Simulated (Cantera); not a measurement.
An isothermal, constant-pressure homogeneous reactor starts with C2H6 : N2 = 1 : 4.1 (molar parts), at 1975 K and 760 Pa. Integrator tolerance rtol = 1e-08.

Model: GRI-Mech 3.0 (53 species, 325 reactions), integrated in Cantera. GRI-Mech 3.0 stops at C3 and has no aromatics, soot or wall deposition, so with more carbon than oxygen in the feed, carbon stays in small species such as C2H2 where larger ones or solid carbon would form. Radical loss at walls, strong at low pressure, is not modelled.

**Question.** What does this change do: C2H6 1 to 0.15 parts?

**Answer.** 
```csv
quantity,before,after
x(C2H6) at 40.0 s,<1e-12 (gas-phase equilibrium 1.42e-12),<1e-12 (gas-phase equilibrium <1e-12)
x(C2H) at 40.0 s,7.22e-5 (gas-phase equilibrium 3.83e-5),3.51e-5 (gas-phase equilibrium 7.27e-6)
x(HCN) at 40.0 s,0.000368 (gas-phase equilibrium 0.132),0.000292 (gas-phase equilibrium 0.0522)
x(C2H2) at 40.0 s,0.140 (gas-phase equilibrium 0.0742),0.0327 (gas-phase equilibrium 0.00678)
x(CH3) at 40.0 s,1.90e-6 (gas-phase equilibrium 3.17e-6),8.86e-8 (gas-phase equilibrium 2.21e-7)
x(CH4) at 40.0 s,3.19e-6 (gas-phase equilibrium 5.33e-6),7.17e-8 (gas-phase equilibrium 1.79e-7)
x(H2) at 40.0 s,0.276 (gas-phase equilibrium 0.276),0.0638 (gas-phase equilibrium 0.0638)
```

**Question.** What does this change do: N2 4.1 to 1.6 parts?

**Answer.** 
| quantity | before | after |
|---|---|---|
| x(C2H6) at 40.0 s | <1e-12 (gas-phase equilibrium 1.42e-12) | 6.02e-12 (gas-phase equilibrium 6.75e-12) |
| x(C2H) at 40.0 s | 7.22e-5 (gas-phase equilibrium 3.83e-5) | 8.95e-5 (gas-phase equilibrium 6.12e-5) |
| x(HCN) at 40.0 s | 0.000368 (gas-phase equilibrium 0.132) | 0.000400 (gas-phase equilibrium 0.137) |
| x(C2H2) at 40.0 s | 0.140 (gas-phase equilibrium 0.0742) | 0.216 (gas-phase equilibrium 0.148) |
| x(CH3) at 40.0 s | 1.90e-6 (gas-phase equilibrium 3.17e-6) | 6.09e-6 (gas-phase equilibrium 6.91e-6) |
| x(CH4) at 40.0 s | 3.19e-6 (gas-phase equilibrium 5.33e-6) | 1.27e-5 (gas-phase equilibrium 1.45e-5) |
| x(H2) at 40.0 s | 0.276 (gas-phase equilibrium 0.276) | 0.427 (gas-phase equilibrium 0.427) |
